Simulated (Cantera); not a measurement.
Cantera run:

```python
import numpy as np
import cantera as ct

gas_names = """
    H HO2 H2 H2O H2O2 H2S H2SO4 Mg MgH MgO MgOH MgO2H2 MgS Mg2 O OH O2 O3 S SH SO SO2 SO3 S2 S2O S8
""".split()
cond_names = """
    H2O(s) H2O(L) H2SO4(L) Mg(cr) Mg(L) MgO(s) MgO(L) MgO2H2(s) MgS(s) MgSO4(s) MgSO4(L) S(cr1) S(cr2)
    S(L)
""".split()


# ... load() reads the species with a 1 bar reference pressure and builds the phases ...
atoms = {
    'MgO': {'Mg': 1, 'O': 1},
    'SO3': {'S': 1, 'O': 3},
    'H2O': {'H': 2, 'O': 1},
    'H2S': {'H': 2, 'S': 1},
}
top_T = {'MgS(s)': 2250}  # K; cautious upper limits of use, not melting points


# ... equilibrate(T, P, feed) seeds the gas with the atoms and calls Mixture.equilibrate('TP', solver="vcs", rtol=1e-11, max_steps=5000) ...
results = []
feed = {'MgO': 1, 'SO3': 0.21, 'H2O': 2, 'H2S': 0.084}  # mol
T = 725  # K
P = 39000  # Pa
mix = equilibrate(T, P, feed)
results.append((T, P, feed, dict(zip(mix.species_names, mix.species_moles))))
print(gas.report(threshold=1e-06))
for i in range(1, mix.n_phases):
    print(f"{mix.phase(i).name:16s} {mix.phase_moles(i):12.5e} mol")
```

Output:

```
       temperature   725 K
          pressure   39000 Pa
           density   0.13054 kg/m^3
  mean mol. weight   20.176 kg/kmol
   phase of matter   gas

                          1 kg             1 kmol
                     ---------------   ---------------
          enthalpy       -1.0994e+07       -2.2182e+08  J
   internal energy       -1.1293e+07       -2.2785e+08  J
           entropy             11565        2.3335e+05  J/K
    Gibbs function       -1.9379e+07         -3.91e+08  J
 heat capacity c_p            1902.9             38394  J/K
 heat capacity c_v            1490.8             30079  J/K

                      mass frac. Y      mole frac. X     chem. pot. / RT
                     ---------------   ---------------   ---------------
                H2        1.6921e-05        0.00016935           -26.395
               H2O           0.83449           0.93461           -65.082
               H2S          0.047322           0.02802           -33.963
               SO2           0.11441          0.036036           -84.942
                S2         0.0035107         0.0011047           -15.135
               S2O        0.00025201        6.3463e-05           -53.823
     [  +20 minor]        1.6439e-07        3.2272e-08

H2SO4(L)          0.00000e+00 mol
Mg(cr)            0.00000e+00 mol
MgO(s)            8.49709e-01 mol
MgO2H2(s)         0.00000e+00 mol
MgS(s)            0.00000e+00 mol
MgSO4(s)          1.50291e-01 mol
S(L)              0.00000e+00 mol
```

Method: chemical equilibrium by Gibbs-energy minimisation in Cantera with the NASA 1993 tables (ideal gas, pure condensed phases). Gases not in the tables: S3 to S7.
